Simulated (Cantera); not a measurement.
A Cantera script and its output.

```python
import numpy as np
import cantera as ct

gas = ct.Solution("gri30.yaml")
gas.TPX = 2173, 13332, {'NO': 1, 'N2': 0.17}
reactor = ct.IdealGasConstPressureReactor(gas, energy="off", clone=False)
net = ct.ReactorNet([reactor])
net.rtol, net.atol = 1e-08, 1e-18
show = ['NO', 'NO2', 'N2O', 'O', 'O2', 'N2']
times = np.geomspace(1e-05, 20, 14)

steps = ct.SolutionArray(gas, extra=["t"])
rows = []
print(f"{'t/s':>10s}{'T/K':>9s}{'P/Pa':>11s}" + "".join(f"{s:>11s}" for s in show))
for t in times:
    while net.time < t:
        t_next = net.step()
        steps.append(gas.state, t=t_next)
    rows.append([np.interp(t, steps.t, y) for y in (steps.T, steps.P, *steps(*show).X.T)])
    print(f"{t:10.3e}{rows[-1][0]:9.1f}{rows[-1][1]:11.4g}" + "".join(f"{x:11.3e}" for x in rows[-1][2:]))
rate = np.gradient(steps.T, steps.t)
print("integrator steps:", len(steps.t))
if steps.T.max() > steps.T[0] + 200:
    print(f"time of steepest temperature rise: {steps.t[rate.argmax()]:.4e} s")
gas.TPX = 2173, 13332, {'NO': 1, 'N2': 0.17}
gas.equilibrate("TP")
print(f"equilibrium (TP): T = {gas.T:.1f} K  " + "  ".join(f"{s} {gas[s].X[0]:.3e}" for s in show))
```

It prints:

```
       t/s      T/K       P/Pa         NO        NO2        N2O          O         O2         N2
 1.000e-05   2173.0  1.333e+04  8.547e-01  1.712e-08  3.579e-06  3.595e-06  6.698e-09  1.453e-01
 3.053e-05   2173.0  1.333e+04  8.547e-01  1.531e-07  1.082e-05  1.098e-05  6.284e-08  1.453e-01
 9.319e-05   2173.0  1.333e+04  8.546e-01  1.245e-06  3.207e-05  3.368e-05  5.883e-07  1.453e-01
 2.845e-04   2173.0  1.333e+04  8.545e-01  8.232e-06  8.957e-05  1.060e-04  5.795e-06  1.453e-01
 8.685e-04   2173.0  1.333e+04  8.539e-01  3.720e-05  2.097e-04  3.485e-04  6.656e-05  1.454e-01
 2.651e-03   2173.0  1.333e+04  8.516e-01  8.883e-05  3.143e-04  8.615e-04  7.651e-04  1.463e-01
 8.094e-03   2173.0  1.333e+04  8.440e-01  1.098e-04  3.094e-04  1.071e-03  4.433e-03  1.501e-01
 2.471e-02   2173.0  1.333e+04  8.196e-01  1.367e-04  2.825e-04  1.272e-03  1.645e-02  1.623e-01
 7.543e-02   2173.0  1.333e+04  7.406e-01  1.903e-04  2.141e-04  1.763e-03  5.557e-02  2.016e-01
 2.303e-01   2173.0  1.333e+04  5.077e-01  2.202e-04  8.827e-05  2.722e-03  1.714e-01  3.179e-01
 7.030e-01   2173.0  1.333e+04  1.454e-01  9.055e-05  6.545e-06  3.741e-03  3.519e-01  4.989e-01
 2.146e+00   2173.0  1.333e+04  2.305e-02  1.557e-05  3.387e-07  4.026e-03  4.129e-01  5.600e-01
 6.551e+00   2173.0  1.333e+04  1.425e-02  9.681e-06  2.448e-07  4.045e-03  4.173e-01  5.644e-01
 2.000e+01   2173.0  1.333e+04  1.421e-02  9.655e-06  2.445e-07  4.045e-03  4.174e-01  5.644e-01
integrator steps: 1000
equilibrium (TP): T = 2173.0 K  NO 1.421e-02  NO2 9.655e-06  N2O 2.445e-07  O 4.045e-03  O2 4.174e-01  N2 5.644e-01
```

Computed with Cantera and GRI-Mech 3.0 (53 species, 325 reactions).
